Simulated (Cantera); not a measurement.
Hydrocarbon pyrolysis for carbon deposition

A perfectly stirred reactor is fed with 1.56 % C₃H₈, 98.4 % H₂, at 0.0132 atm; it is held at 1848 K, and followed from long to short residence time.

Detailed kinetics in Cantera: GRI-Mech 3.0 (53 species, 325 reactions). GRI-Mech 3.0 was tuned for natural gas; its chemistry of propane as a main component is partial and can be far from experiment. GRI-Mech 3.0 stops at C3 and has no aromatics, soot or wall deposition, so with more carbon than oxygen in the feed, carbon stays in small species such as C2H2 where larger ones or solid carbon would form. Radical loss at walls, strong at low pressure, is not modelled.

```json
[
 {"τ (s)": "3.9", "x C₃H₈": "1.85e-7", "x H₂": "0.972", "x CH₂": "1.04e-6", "x CH₄": "0.00247", "x H": "0.00421", "x CH₃": "0.000215"},
 {"τ (s)": "1.4", "x C₃H₈": "5.29e-7", "x H₂": "0.971", "x CH₂": "1.56e-6", "x CH₄": "0.00411", "x H": "0.00406", "x CH₃": "0.000344"},
 {"τ (s)": "0.53", "x C₃H₈": "1.43e-6", "x H₂": "0.970", "x CH₂": "2.23e-6", "x CH₄": "0.00642", "x H": "0.00394", "x CH₃": "0.000523"},
 {"τ (s)": "0.20", "x C₃H₈": "3.81e-6", "x H₂": "0.968", "x CH₂": "3.09e-6", "x CH₄": "0.00941", "x H": "0.00391", "x CH₃": "0.000764"},
 {"τ (s)": "0.072", "x C₃H₈": "1.05e-5", "x H₂": "0.966", "x CH₂": "4.21e-6", "x CH₄": "0.0128", "x H": "0.00399", "x CH₃": "0.00107"},
 {"τ (s)": "0.027", "x C₃H₈": "2.71e-5", "x H₂": "0.965", "x CH₂": "5.43e-6", "x CH₄": "0.0157", "x H": "0.00418", "x CH₃": "0.00139"},
 {"τ (s)": "0.0098", "x C₃H₈": "7.22e-5", "x H₂": "0.963", "x CH₂": "6.69e-6", "x CH₄": "0.0178", "x H": "0.00440", "x CH₃": "0.00170"}
]
```
x: mole fraction; the columns are a selection and need not sum to one.
